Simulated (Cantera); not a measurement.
A Cantera script and its output.

```python
import numpy as np
import cantera as ct

gas = ct.Solution("h2o2.yaml")
gas.TPX = 325, 15000, {'H2': 1, 'O2': 0.208, 'N2': 0.783, 'H2O': 0.074}
flame = ct.FreeFlame(gas, width=0.15)
flame.set_refine_criteria(ratio=3, slope=0.08, curve=0.16)
flame.transport_model = "mixture-averaged"
flame.solve(loglevel=0, auto=True)
flame.transport_model = "multicomponent"
flame.soret_enabled = True
flame.solve(loglevel=0, refine_grid=True)
z, T = flame.grid, flame.T
thick = (T[-1] - T[0]) / np.gradient(T, z).max()
show = ['H2', 'O2', 'H2O', 'HO2', 'O', 'H']
print(f"laminar burning velocity  {flame.velocity[0] * 100:.3f} cm/s")
print(f"burnt temperature         {T[-1]:.1f} K")
print(f"thermal thickness         {thick * 1e3:.4f} mm")
print(f"grid points               {len(z)}")
z0 = z[flame.heat_release_rate.argmax()]
print(f"{'z/mm':>9s}{'T/K':>9s}{'u/(m/s)':>9s}" + "".join(f"{s:>11s}" for s in show))
rows = []
for k in (-3, -2, -1.5, -1, -0.5, -0.25, 0, 0.25, 0.5, 1, 2, 4, 8):
    zz = z0 + k * thick
    rows.append([k * thick, np.interp(zz, z, T), np.interp(zz, z, flame.velocity),
                 *(np.interp(zz, z, flame.X[gas.species_index(s)]) for s in show)])
    print(f"{rows[-1][0] * 1e3:9.3f}{rows[-1][1]:9.1f}{rows[-1][2]:9.3f}" + "".join(f"{x:11.3e}" for x in rows[-1][3:]))
```

Result:

```
laminar burning velocity  230.589 cm/s
burnt temperature         1860.1 K
thermal thickness         4.1178 mm
grid points               140
     z/mm      T/K  u/(m/s)         H2         O2        H2O        HO2          O          H
  -12.353    325.0    2.306  4.843e-01  1.007e-01  3.584e-02  2.037e-14  4.719e-15  4.927e-18
   -8.236    325.0    2.306  4.843e-01  1.007e-01  3.584e-02  4.811e-12  6.606e-13  7.304e-16
   -6.177    325.0    2.306  4.843e-01  1.007e-01  3.584e-02  1.788e-10  1.456e-11  2.046e-14
   -4.118    325.0    2.306  4.841e-01  1.008e-01  3.585e-02  2.014e-08  7.817e-10  1.791e-11
   -2.059    340.8    2.365  4.709e-01  1.032e-01  3.698e-02  7.978e-05  1.706e-06  1.887e-05
   -1.029    592.0    3.975  4.353e-01  9.750e-02  5.806e-02  6.201e-05  1.056e-04  5.820e-03
    0.000    959.8    6.371  3.614e-01  6.652e-02  1.244e-01  1.825e-05  1.382e-03  4.014e-02
    1.029   1197.0    7.948  2.778e-01  1.724e-02  2.184e-01  4.092e-06  1.720e-03  7.829e-02
    2.059   1293.8    8.582  2.580e-01  2.228e-03  2.480e-01  4.925e-07  5.969e-04  8.415e-02
    4.118   1382.2    9.129  2.623e-01  1.978e-04  2.529e-01  4.050e-08  3.570e-04  7.524e-02
    8.236   1477.5    9.702  2.716e-01  1.338e-04  2.544e-01  2.562e-08  3.070e-04  6.209e-02
   16.471   1574.6   10.271  2.812e-01  9.505e-05  2.563e-01  1.771e-08  2.273e-04  4.802e-02
   32.942   1663.5   10.779  2.900e-01  5.678e-05  2.583e-01  1.097e-08  1.407e-04  3.472e-02
```

Detailed kinetics in Cantera: the H2/O2 subset of GRI-Mech 3.0, which has no nitrogen chemistry. Burning velocities carry a grid error of a few per cent, more on coarse grids.
